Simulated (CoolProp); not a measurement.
Vapour-liquid equilibrium of ethylbenzene (1) + n-nonane (2) at 504.7 K; x and y are mole fractions of (1).

Computed with CoolProp (multi-fluid Helmholtz-energy mixture model, Zhou 2012 and Lemmon 2006; pair parameters Bell 2016).

```
x     bubble pressure, mixture model (bar)  bubble pressure, Raoult's law (bar)  y, mixture model  y, Raoult's law
----  ------------------------------------  -----------------------------------  ----------------  ---------------
0.05                                 5.923                                5.889             0.065            0.065
0.15                                 6.169                                6.070             0.189            0.188
0.25                                   ___                                6.250             0.304            0.304
0.35                                 6.631                                6.431             0.410            0.414
0.45                                 6.840                                6.611             0.509            0.518
0.55                                 7.029                                6.792             0.602            0.616
0.65                                   ___                                6.972             0.692            0.709
0.75                                   ___                                7.153             0.779            0.797
0.85                                 7.469                                7.333             0.866            0.881
0.95                                 7.566                                7.513             0.954            0.961
```

Task: Complete the blanks.

Result: 
- 0.25, bubble pressure, mixture model (bar): 6.407
- 0.65, bubble pressure, mixture model (bar): 7.198
- 0.75, bubble pressure, mixture model (bar): 7.345

The largest gap from Raoult's law is +3.5 % in bubble pressure, at x = 0.55. No azeotrope shows between x = 0.05 and 0.95.

The pair parameters rest on a limited set of measurements; away from them the model extrapolates.
